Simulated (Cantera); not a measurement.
Input: 1 mol BN, 8 mol F2, equilibrated at 1827 °C and 6.20 Pa.

Method: chemical equilibrium by Gibbs-energy minimisation in Cantera with the NASA 1993 tables (ideal gas, pure condensed phases). Candidate condensed phases: B, BN; 13 gas species. The tables' values for BF2 are old estimates; treat these amounts as uncertain. Equilibrium is a limit: real reactors are often held back by kinetics, nucleation or transport.

Problem. What is the equilibrium state?

Solution. 
```json
{
  "x(F)": "0.897",
  "x(BF3)": "0.0689",
  "x(N2)": "0.0345",
  "x(BF2)": "5.49e-5",
  "gas_amount": "14.50 mol",
  "log10 activity of B(s) (absent)": "-13.76"
}
```
